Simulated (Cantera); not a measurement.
# Si3N4 + Cl2 + N2 + NF3 (nitride etching)

Charge: 1 mol Si3N4, 0.9 mol Cl2, 2.2 mol N2, 5.4 mol NF3, equilibrated at 13.3 mbar.

Equilibrium computed with Cantera from the NASA thermochemical tables; the gas is ideal and each condensed phase is pure. Candidate condensed phases: Si, Si3N4; 24 gas species. Kinetics and transport are ignored.

```
T (K)  log p N2  log p F  log p SiF4  log p ClF  log p Cl
-----  --------  -------  ----------  ---------  --------
1073      -2.18    -2.69       -2.54      -2.77     -6.46
1123      -2.18    -2.66       -2.55      -2.77     -5.93
1173      -2.18    -2.65       -2.55      -2.77     -5.43
1223      -2.19    -2.65       -2.55      -2.77     -4.97
1273      -2.19    -2.64       -2.55      -2.78     -4.55
1323      -2.19    -2.63       -2.55      -2.80     -4.18
1373      -2.19    -2.61       -2.55      -2.83     -3.86
1423      -2.20    -2.59       -2.56      -2.89     -3.59
1473      -2.20    -2.56       -2.56      -2.97     -3.38
1523      -2.21    -2.53       -2.57      -3.08     -3.21
1573      -2.22    -2.51       -2.58      -3.22     -3.08
```
log p: log10 of the partial pressure in bar; nothing condenses.

From 1073 K to 1573 K nothing is condensed. The main Si-bearing gas is SiF4 throughout.
